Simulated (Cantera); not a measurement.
Charge: 1 mol Si, a varied amount of HBr, at 675 K and 0.0133 bar.

Cantera equilibrium calculation (NASA polynomials, part measured and part estimated; ideal gas, pure solids and liquids). Candidate condensed phases: Br2, Si; 19 gas species. Kinetics and transport are ignored.

Q: Which condensed phases are stable at each of these points (n(HBr) (mol)): 2.5, 3.9, 5.3, 6.7, 8.1, 9.5, 11, 12, 14, 15, 16?

A: 
| n(HBr) (mol) | condensed phases | Si condensed (%) |
|---|---|---|
| 2.5 | Si(s) | 37.2 |
| 3.9 | Si(s) | 2.0 |
| 5.3 | gas only | 0.0 |
| 6.7 | gas only | 0.0 |
| 8.1 | gas only | 0.0 |
| 9.5 | gas only | 0.0 |
| 11 | gas only | 0.0 |
| 12 | gas only | 0.0 |
| 14 | gas only | 0.0 |
| 15 | gas only | 0.0 |
| 16 | gas only | 0.0 |

From 2.5 mol HBr to 3.9 mol HBr the condensed part is Si(s). From 5.3 mol HBr to 16 mol HBr nothing is condensed.
